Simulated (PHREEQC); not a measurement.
**Brine**

Make-up at 20 °C: 4.4 mol LiCl and 0.071 mol K2SO4 per kg of water. Closed to the air; pH follows from the charge balance.

Model: Pitzer model, pitzer.dat, run in PHREEQC.

No solid was allowed to form.

What activity of water, density does the model give?

activity of water 0.782; density 1.097 g/cm³.
